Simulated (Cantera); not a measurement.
Feed: 1 mol Nb2O5, a varied amount of H2, equilibrated at 0.133 bar.

Cantera equilibrium calculation (NASA polynomials, part measured and part estimated; ideal gas, pure solids and liquids). Candidate condensed phases: H2O, Nb, NbO, NbO2, Nb2O5; 12 gas species. Mutual solubility and eutectic melting of coexisting phases are not modelled. Condensed phases not in the tables: the oxides between NbO2 and Nb2O5. Equilibrium is a limit: real reactors are often held back by kinetics, nucleation or transport.

Problem. What condenses at these points (T in °C, n(H2) in mol): (1275, 49); (1275, 16); (1325, 8.9); (1025, 8.9); (1275, 150)?

Solution. 
```json
[
 {"T (°C)": "1275", "n(H2) in mol": "49", "condensed phases": "NbO2", "Nb condensed (%)": "100.0"},
 {"T (°C)": "1275", "n(H2) in mol": "16", "condensed phases": "NbO2", "Nb condensed (%)": "100.0"},
 {"T (°C)": "1325", "n(H2) in mol": "8.9", "condensed phases": "NbO2", "Nb condensed (%)": "100.0"},
 {"T (°C)": "1025", "n(H2) in mol": "8.9", "condensed phases": "NbO2 + Nb2O5", "Nb condensed (%)": "100.0"},
 {"T (°C)": "1275", "n(H2) in mol": "150", "condensed phases": "NbO2", "Nb condensed (%)": "100.0"}
]
```
